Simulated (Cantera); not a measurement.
Input (Python, Cantera) and output of one run.

```python
import numpy as np
import cantera as ct

gas_names = """
    CL CL2 N N2 Si SiCL SiCL2 SiCL3 SiCL4 SiN Si2 Si2N Si3
""".split()
cond_names = """
    Si(cr) Si(L) Si3N4(a)
""".split()


# ... load() reads the species with a 1 bar reference pressure and builds the phases ...
atoms = {
    'Si3N4': {'Si': 3, 'N': 4},
    'Cl2': {'CL': 2},
}
top_T = {'Si3N4(a)': 2400}  # K; cautious upper limits of use, not melting points


# ... equilibrate(T, P, feed) seeds the gas with the atoms and calls Mixture.equilibrate('TP', solver="vcs", rtol=1e-11, max_steps=5000) ...
results = []
feed = {'Si3N4': 1, 'Cl2': 7.6}  # mol
P = 36000  # Pa
for T in [1123, 1223, 1323, 1423, 1523, 1623, 1723, 1823, 1923, 2023]:
    mix = equilibrate(T, P, feed)
    results.append((T, P, feed, dict(zip(mix.species_names, mix.species_moles))))

top = {s: max(r[3][s] / sum(r[3][g] for g in gas_names) for r in results) for s in gas_names}
cols = sorted((s for s in top if top[s] > 1e-06), key=lambda s: -top[s])[:6]
seen = [c for c in cond_names if any(r[3].get(c, 0) > 1e-12 for r in results)]
print("log10 of partial pressures in bar; condensed amounts in mol")
print(f"{'T/K':>10s}" + "".join(f"{s[:9]:>10s}" for s in cols + seen))
for T, P, feed, n in results:
    ng = sum(n[g] for g in gas_names)
    print(f"{T:10.4g}" + "".join(f"{np.log10(max(n[s] / ng * P / 1e5, 1e-99)):10.3f}" for s in cols)
          + "".join(f"{n.get(c, 0):10.4g}" for c in seen))
```

It prints:

```
log10 of partial pressures in bar; condensed amounts in mol
       T/K     SiCL4        CL        N2       CL2     SiCL3     SiCL2
      1123    -0.786    -3.229    -0.963    -1.061    -7.895   -13.909
      1223    -0.787    -2.755    -0.963    -1.065    -6.874   -12.059
      1323    -0.789    -2.355    -0.965    -1.073    -6.008   -10.489
      1423    -0.792    -2.016    -0.968    -1.090    -5.262    -9.134
      1523    -0.798    -1.728    -0.974    -1.121    -4.610    -7.947
      1623    -0.807    -1.487    -0.982    -1.173    -4.031    -6.887
      1723    -0.819    -1.292    -0.994    -1.254    -3.508    -5.923
      1823    -0.836    -1.139    -1.009    -1.371    -3.026    -5.027
      1923    -0.857    -1.027    -1.025    -1.524    -2.577    -4.184
      2023    -0.890    -0.946    -1.042    -1.703    -2.166    -3.398
```

Cantera equilibrium calculation (NASA polynomials, part measured and part estimated; ideal gas, pure solids and liquids). The tables' values for SiCl3 are old estimates; treat these amounts as uncertain.
